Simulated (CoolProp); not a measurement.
Vapour-liquid equilibrium of n-hexane (1) + m-xylene (2) at 0.018 MPa; x and y are mole fractions of (1).

Model: multi-fluid Helmholtz-energy mixture model, Thol 2019 and Zhou 2012; pair parameters Bell 2016, in CoolProp.

```tsv
x	bubble temperature, mixture model (K)	bubble temperature, Raoult's law (K)	y, mixture model	y, Raoult's law
0.05	347.6	348.2	0.357	0.342
0.2	325.7	329.5	0.792	0.751
0.35	313.4	318.3	0.907	0.881
0.5	306.4	310.6	0.949	0.938
0.65	302.2	304.9	0.968	0.968
0.8	299.3	300.4	0.981	0.986
0.95	296.5	296.7	0.995	0.997
```

The largest gap from Raoult's law is -4.9 K in bubble temperature, at x = 0.35. No azeotrope shows between x = 0.05 and 0.95.

The pair parameters rest on a limited set of measurements; away from them the model extrapolates.
